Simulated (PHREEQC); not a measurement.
Solution (25 °C): 0.073 mol/kgw HF, 0.26 mol/kgw NH4HF2 and 3.4e-05 mol/kgw H2SO4. Closed to the air; pH follows from the charge balance.

Computed with PHREEQC (ion-association model, phreeqc.dat).

```json
[
 {"quantity": "pH", "before": "2.82", "after": "2.64"},
 {"quantity": "HF2- (mol/kgw)", "before": "0.117", "after": "0.0158"},
 {"quantity": "SO4-2 (mol/kgw)", "before": "1.85e-5", "after": "2.40e-5"}
]
```

Q: What was changed between the two runs?
A) H2SO4 from 3.4e-05 to 3.74e-05 mol/kgw
B) NH4HF2 from 0.26 to 0.052 mol/kgw
C) diluted 2-fold with water
D) 0.024 mol/kgw HBr added

A: B, NH4HF2 from 0.26 to 0.052 mol/kgw

No solid was allowed to form.
